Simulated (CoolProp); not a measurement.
Ethylene along the isobar 5.48 MPa: Z from the reference equation and from simpler models built on Tc = 282.4 K, pc = 5.042 MPa, ω = 0.087; each cubic takes its own stable root.

Computed with CoolProp (reference Helmholtz-energy equation of state, Smukala 2000).

```tsv
T (K)	phase	reference
252.7	liquid	0.1695
277.4	liquid	0.1919
302	supercritical	0.6050
326.7	supercritical	0.7332
351.4	supercritical	0.8041
376	supercritical	0.8510
400.7	supercritical	0.8847
425.3	supercritical	0.9097
450	supercritical	0.9290
```

How far does each simpler model (Redlich-Kwong, Soave-Redlich-Kwong) lie from the reference over these 9 states: mean and median of the absolute difference, and the worst?


- Redlich-Kwong: mean 3.8 %, median 0.9 %, worst +18.2 % at 277.4 K and 5.48 MPa
- Soave-Redlich-Kwong: mean 3.7 %, median 1.0 %, worst +17.4 % at 277.4 K and 5.48 MPa
